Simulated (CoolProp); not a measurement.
Vapour-liquid equilibrium of hydrogen chloride (1) + propane (2) at 5.65 °C; x and y are mole fractions of (1).

The numbers come from the multi-fluid Helmholtz-energy mixture model, Thol 2018 and Lemmon 2009; pair parameters Bell 2016 in CoolProp.

Task: Give the bubble pressure and the first vapour's composition at x = 0.2, 0.5, 0.95. Is there an azeotrope?

Result: x = 0.2: 1335 kPa, y = 0.596; x = 0.5: 2112 kPa, y = 0.785; x = 0.95: 2913 kPa, y = 0.969. No azeotrope shows between x = 0.05 and 0.95.

Pair parameters are fitted to limited data, so mixtures are less certain than the pure fluids.
